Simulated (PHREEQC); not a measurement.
Consider water at 20 °C with 110 mmol/kgw (NH4)2SO4. Closed to the air; pH follows from the charge balance.

The numbers come from PHREEQC with the ion-association model, phreeqc.dat.

Precipitation was switched off in this run.

Estimate the pH.

pH 5.45.

In which forms is N present?

NH4+ 82 %, NH4SO4- 18 % of the N.
